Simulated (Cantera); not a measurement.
Charge: 1 mol TiCl₄, 0.4 mol N₂, 0.69 mol O₂.

These are equilibrium values from Cantera (NASA tables, ideal gas, pure condensed phases), not measurements of a reactor. Candidate condensed phases: Ti, TiCl₂, TiCl₃, TiCl₄, TiN, TiO, TiO₂, Ti₂O₃, Ti₃O₅, Ti₄O₇; 21 gas species. Mutual solubility and eutectic melting of coexisting phases are not modelled. The tables' values for TiCl₂ are old estimates. Condensed phases not in the tables: Magnéli phases beyond Ti₄O₇. Equilibrium is a limit: real reactors are often held back by kinetics, nucleation or transport.

Problem. What condenses at these points (T in K, P in Pa): (1748, 220); (2198, 10); (1848, 4600); (1748, 220); (2098, 1000); (1998, 46)?

Solution. 
| T (K) | P in Pa | condensed phases | Ti condensed (%) |
|---|---|---|---|
| 1748 | 220 | TiO₂ | 68.6 |
| 2198 | 10 | Ti₃O₅ | 66.5 |
| 1848 | 4600 | TiO₂ | 68.3 |
| 1748 | 220 | TiO₂ | 68.6 |
| 2098 | 1000 | TiO₂ + Ti₄O₇ | 68.9 |
| 1998 | 46 | Ti₄O₇ | 76.0 |
